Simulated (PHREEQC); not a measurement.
A made-up water analysis in mmol/kgw, 25 °C, pH 6.25, pe 9.4:

```json
[
 {"constituent": "Na", "mmol/kgw": "139"},
 {"constituent": "K", "mmol/kgw": "12.5"},
 {"constituent": "Ca", "mmol/kgw": "3.83"},
 {"constituent": "Mg", "mmol/kgw": "11"},
 {"constituent": "Cl", "mmol/kgw": "170"},
 {"constituent": "S(6)", "mmol/kgw": "8.72"},
 {"constituent": "Alkalinity (meq/kgw)", "mmol/kgw": "0.175"},
 {"constituent": "O(0) (counted as O atoms)", "mmol/kgw": "0.52"},
 {"constituent": "N(5)", "mmol/kgw": "0.0741"}
]
```

Valence states are taken as typed.

The numbers come from PHREEQC with the ion-association model, phreeqc.dat.

```
Quantity                     Result
--------------------  -------------
ionic strength        0.199 mol/kgw
activity of water             0.994
specific conductance    17900 µS/cm
density                 1.005 g/cm³
charge-balance error         -1.8 %
```

```tsv
species	molality	activity	log γ
Cl-	0.170	0.122	-0.145
Na+	0.138	0.103	-0.126
K+	0.0124	0.00880	-0.147
Mg+2	0.00972	0.00334	-0.464
SO4-2	0.00580	0.00170	-0.533
Ca+2	0.00350	0.00113	-0.492
MgSO4	0.00127	0.00133	0.020
NaSO4-	0.00118	0.000879	-0.127
```

This is a speciation only: nothing precipitates in the calculation.
